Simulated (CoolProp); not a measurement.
Vapour-liquid equilibrium of ethane (1) + n-pentane (2) at 98.5 kPa; x and y are mole fractions of (1).

The numbers come from the multi-fluid Helmholtz-energy mixture model, Bücker 2006 and Thol 2019; pair parameters Kunz 2012 in CoolProp.

```
x     bubble temperature, mixture model (K)  bubble temperature, Raoult's law (K)  y, mixture model  y, Raoult's law
----  -------------------------------------  ------------------------------------  ----------------  ---------------
0.05                             (withheld)                                 260.2             0.856            0.874
0.15                                  225.1                                 227.6        (withheld)            0.984
0.25                             (withheld)                                 214.0        (withheld)            0.995
0.35                             (withheld)                                 205.8             0.998            0.998
0.45                                  198.1                                 200.1             0.999            0.999
0.55                                  194.3                                 195.8             0.999            0.999
0.65                             (withheld)                                 192.4             1.000            1.000
0.75                             (withheld)                                 189.5             1.000            1.000
0.85                             (withheld)                                 187.1             1.000            1.000
0.95                                  185.0                                 185.0             1.000            1.000
```

**Question.** Complete the blanks.

**Answer.** 
- 0.05, bubble temperature, mixture model (K): 262.1
- 0.15, y, mixture model: 0.986
- 0.25, bubble temperature, mixture model (K): 211.1
- 0.25, y, mixture model: 0.996
- 0.35, bubble temperature, mixture model (K): 203.2
- 0.65, bubble temperature, mixture model (K): 191.5
- 0.75, bubble temperature, mixture model (K): 189.1
- 0.85, bubble temperature, mixture model (K): 187.0

The largest gap from Raoult's law is -2.9 K in bubble temperature, at x = 0.25. No azeotrope shows between x = 0.05 and 0.95.

Pair parameters are fitted to limited data, so mixtures are less certain than the pure fluids. The gap from Raoult's law changes sign with composition, which may be real or a fault of the pair parameters; it wasn't checked against measurements.
